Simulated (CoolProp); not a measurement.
Model: reference Helmholtz-energy equation of state, McLinden 2015, in CoolProp.

Question: For the fluoroketone C6F12O (FK-5-1-12), give the phase and the cp (kJ/(kg K)), expansivity (1/kK) at 321.6 K and 12.9 bar; 339.4 K and 12.9 bar.

Answer: 
- 321.6 K and 12.9 bar: liquid; cp 1.12, expansivity 2.06
- 339.4 K and 12.9 bar: liquid; cp 1.14, expansivity 2.30
